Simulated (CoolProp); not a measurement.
Dry air at 298.15 K and 1.7 MPa is throttled through a valve to 0.221 MPa with no heat exchange. Each further row changes one setting.

Computed with CoolProp (reference Helmholtz-energy equation of state, Lemmon 2000). It is a pseudo-pure fit of the blend.

| case | temperature change (K) | final density (kg/m³) |
|---|---|---|
| as stated | -3.3 | 2.61 |
| outlet pressure 0.0663 MPa | -3.7 | 0.785 |
| outlet pressure 0.287 MPa | -3.2 | 3.39 |
